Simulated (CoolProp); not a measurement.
Cyclohexane along the isotherm 597.3 K: Z from the reference equation and from simpler models built on Tc = 553.6 K, pc = 4.081 MPa, ω = 0.209; each cubic takes its own stable root.

Model: reference Helmholtz-energy equation of state, Zhou 2014, in CoolProp.

```tsv
p (MPa)	phase	reference
0.136	gas	0.9911
0.272	gas	0.9821
0.408	gas	0.9729
0.544	gas	0.9637
0.68	gas	0.9544
0.816	gas	0.9449
0.952	gas	0.9353
1.09	gas	0.9255
1.22	gas	0.9161
1.36	gas	0.9058
1.5	gas	0.8954
1.63	gas	0.8856
1.77	gas	0.8749
1.9	gas	0.8648
2.04	gas	0.8538
```

Q: How far does each simpler model (van der Waals, Soave-Redlich-Kwong, Peng-Robinson) lie from the reference over these 15 states: mean and median of the absolute difference, and the worst?

A: 
- van der Waals: mean 0.5 %, median 0.5 %, worst +0.9 % at 597.3 K and 2.04 MPa
- Soave-Redlich-Kwong: mean 0.1 %, median 0.1 %, worst +0.4 % at 597.3 K and 2.04 MPa
- Peng-Robinson: mean 0.9 %, median 0.9 %, worst -1.5 % at 597.3 K and 2.04 MPa
